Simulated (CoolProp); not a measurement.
A simple Rankine cycle with propane: condensing at 308.15 K, boiler at 3.07 MPa, turbine inlet 354 K, turbine efficiency 0.65, pump efficiency 0.8, no recuperator. Each further row changes one setting.

Values from CoolProp's reference Helmholtz-energy equation of state, Lemmon 2009.

```
case                             thermal efficiency (%)  net work (kJ/kg)  heat in (kJ/kg)  turbine exit temperature (K)  volume ratio over the turbine
-------------------------------  ----------------------  ----------------  ---------------  ----------------------------  -----------------------------
as stated                                           6.0              20.5              340                         309.1                           2.97
turbine inlet 374 K                                 6.4              25.9              403                         336.6                           2.75
condensing temperature 300.15 K                     7.1              25.7              362                         301.9                           3.66
boiler pressure 2.15 MPa                            4.3              16.5              385                         332.3                           1.84
turbine efficiency 0.55                             4.9              16.6              340                         310.9                           3.01
```
